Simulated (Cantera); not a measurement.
**Reactions in the system Cl-H-N-Na**

Cantera with NASA thermochemical tables; ideal gases at 1 bar, condensed phases pure. Values are per mole of reaction as written; species without (g) are pure solids or liquids, kept so even where they would boil at 1 bar.

NH3(g) + 3 NaCl(g) ⇌ N(g) + 3 HCl(g) + 3 Na

```json
[
 {"T (K)": "1000", "ΔH° (kJ)": "823.0", "ΔS° (J/K)": "60.3", "ΔG° (kJ)": "762.7", "log10 K": "-39.84"},
 {"T (K)": "1050", "ΔH° (kJ)": "824.6", "ΔS° (J/K)": "61.9", "ΔG° (kJ)": "759.6", "log10 K": "-37.79"},
 {"T (K)": "1100", "ΔH° (kJ)": "826.2", "ΔS° (J/K)": "63.3", "ΔG° (kJ)": "756.5", "log10 K": "-35.92"},
 {"T (K)": "1150", "ΔH° (kJ)": "827.7", "ΔS° (J/K)": "64.8", "ΔG° (kJ)": "753.3", "log10 K": "-34.21"},
 {"T (K)": "1200", "ΔH° (kJ)": "829.4", "ΔS° (J/K)": "66.1", "ΔG° (kJ)": "750.0", "log10 K": "-32.65"},
 {"T (K)": "1250", "ΔH° (kJ)": "831.0", "ΔS° (J/K)": "67.5", "ΔG° (kJ)": "746.7", "log10 K": "-31.20"}
]
```

6 HCl(g) + 6 Na(g) + N2(g) ⇌ 6 NaCl + 2 NH3(g)

```json
[
 {"T (K)": "1000", "ΔH° (kJ)": "-2579.6", "ΔS° (J/K)": "-1310.3", "ΔG° (kJ)": "-1269.2", "log10 K": "66.30", "condensed phases": "NaCl(s)"},
 {"T (K)": "1050", "ΔH° (kJ)": "-2571.6", "ΔS° (J/K)": "-1302.5", "ΔG° (kJ)": "-1203.9", "log10 K": "59.89", "condensed phases": "NaCl(s)"},
 {"T (K)": "1100", "ΔH° (kJ)": "-2393.6", "ΔS° (J/K)": "-1136.8", "ΔG° (kJ)": "-1143.1", "log10 K": "54.28", "condensed phases": "NaCl(l)"},
 {"T (K)": "1150", "ΔH° (kJ)": "-2384.3", "ΔS° (J/K)": "-1128.5", "ΔG° (kJ)": "-1086.5", "log10 K": "49.35", "condensed phases": "NaCl(l)"},
 {"T (K)": "1200", "ΔH° (kJ)": "-2375.1", "ΔS° (J/K)": "-1120.7", "ΔG° (kJ)": "-1030.2", "log10 K": "44.84", "condensed phases": "NaCl(l)"},
 {"T (K)": "1250", "ΔH° (kJ)": "-2366.1", "ΔS° (J/K)": "-1113.3", "ΔG° (kJ)": "-974.4", "log10 K": "40.72", "condensed phases": "NaCl(l)"}
]
```
